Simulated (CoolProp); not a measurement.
Carbon monoxide along the isotherm 113.3 K: Z from the reference equation and from simpler models built on Tc = 132.9 K, pc = 3498 kPa, ω = 0.050; each cubic takes its own stable root.

Computed with CoolProp (reference Helmholtz-energy equation of state, Lemmon 2006). It is a short technical equation, of lower accuracy than the large ones.

| p (kPa) | phase | reference |
|---|---|---|
| 16.6 | gas | 0.9975 |
| 24.4 | gas | 0.9963 |
| 35.7 | gas | 0.9946 |
| 52.5 | gas | 0.9920 |
| 77 | gas | 0.9883 |
| 113 | gas | 0.9827 |
| 166 | gas | 0.9744 |
| 244 | gas | 0.9620 |
| 357 | gas | 0.9435 |
| 525 | gas | 0.9148 |
| 770 | gas | 0.8695 |
| 1130 | gas | 0.7924 |
| 1660 | liquid | 0.07846 |
| 2440 | liquid | 0.1141 |
| 3570 | liquid | 0.1646 |
| 5250 | liquid | 0.2378 |

Problem. How far does each simpler model (van der Waals, Peng-Robinson) lie from the reference over these 16 states: mean and median of the absolute difference, and the worst?

Solution. 
- van der Waals: mean 60.5 %, median 0.9 %, worst +826.8 % at 113.3 K and 1660 kPa
- Peng-Robinson: mean 2.3 %, median 0.5 %, worst -8.9 % at 113.3 K and 5250 kPa

At some of these states van der Waals gives the other phase, because its saturation line lies elsewhere.
